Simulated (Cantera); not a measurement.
A diamond (100) surface in a fixed gas of H2 with x(CH4) = 0.0075, x(H) = 0.00079, x(CH3) = 0.00068, 38.3 Torr; coverages are run to steady state.

Model: the Harris–Goodwin 1993 mechanism for the reconstructed diamond (100) surface, integrated in Cantera.

θ: site fractions in the mechanism's names (c6HH fully hydrogenated, c6H* and c6*H radical sites, c6** diradical, c6HM methylated).

```json
[
 {"T (K)": "925", "growth (µm/h)": "?", "θ c6HH": "0.387", "θ c6H*": "0.00692", "θ c6*H": "0.178", "θ c6**": "0.00246", "θ c6HM": "0.334"},
 {"T (K)": "1000", "growth (µm/h)": "?", "θ c6HH": "0.412", "θ c6H*": "0.0122", "θ c6*H": "0.250", "θ c6**": "0.00499", "θ c6HM": "0.234"},
 {"T (K)": "1075", "growth (µm/h)": "?", "θ c6HH": "0.457", "θ c6H*": "0.0207", "θ c6*H": "0.349", "θ c6**": "0.00944", "θ c6HM": "0.109"},
 {"T (K)": "1150", "growth (µm/h)": "?", "θ c6HH": "0.472", "θ c6H*": "0.0304", "θ c6*H": "0.431", "θ c6**": "0.0149", "θ c6HM": "0.0289"},
 {"T (K)": "1225", "growth (µm/h)": "?", "θ c6HH": "0.455", "θ c6H*": "0.0386", "θ c6*H": "0.471", "θ c6**": "0.0195", "θ c6HM": "0.00602"},
 {"T (K)": "1300", "growth (µm/h)": "?", "θ c6HH": "0.436", "θ c6H*": "0.0455", "θ c6*H": "0.487", "θ c6**": "0.0233", "θ c6HM": "0.00126"},
 {"T (K)": "1375", "growth (µm/h)": "?", "θ c6HH": "0.427", "θ c6H*": "0.0517", "θ c6*H": "0.491", "θ c6**": "0.0265", "θ c6HM": "0.000273"}
]
```

What belongs in the gaps?


- 925, growth (µm/h): 6.47
- 1000, growth (µm/h): 9.16
- 1075, growth (µm/h): 8.13
- 1150, growth (µm/h): 4.46
- 1225, growth (µm/h): 2.85
- 1300, growth (µm/h): 2.51
- 1375, growth (µm/h): 1.78
